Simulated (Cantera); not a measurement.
Feed: 1 mol SO2, 0.25 mol H2, at 700 K and 0.300 bar.

Equilibrium computed with Cantera from the NASA thermochemical tables; the gas is ideal and each condensed phase is pure. Candidate condensed phases: H2O, H2SO4, S; 19 gas species. Gases not in the tables: S3 to S7. Kinetics and transport are ignored.

Base state: SO2 0.757, H2O 0.202, S2 0.0205, H2S 0.0128, S8 0.00542, S2O 0.00250, H2 1.21e-5 (mole fractions); condensed: gas only.

Problem. What changes in the equilibrium state with this change: 0.072 mol CH4 added?

Solution. 
```
species   before    after
-------  -------  -------
SO2        0.757    0.588
H2O        0.202    0.286
CO2            0   0.0568
S8       0.00542   0.0148
H2S       0.0128   0.0248
S2        0.0205   0.0264
COS            0  1.82e-5
H2       1.21e-5  2.07e-5
S2O      0.00250  0.00266
```
Further candidate phases: C, C6H6, C7H8, C8H18.

Problem. What changes in the equilibrium state with this change: SO2 replaced by SF6?

Solution. 
```
species       before    after
-----------  -------  -------
SF6                0    0.506
HF                 0    0.334
SF4                0    0.158
SO2            0.757        0
H2O            0.202        0
S2            0.0205    <1e-9
H2S           0.0128    <1e-9
S8           0.00542    <1e-9
S2O          0.00250        0
S2F2 (SSF2)        0  0.00174
SF3                0  4.30e-5
SF2                0  1.78e-5
```
The tables' values for S2F2 (SSF2), SF3 are old estimates; treat these amounts as uncertain.
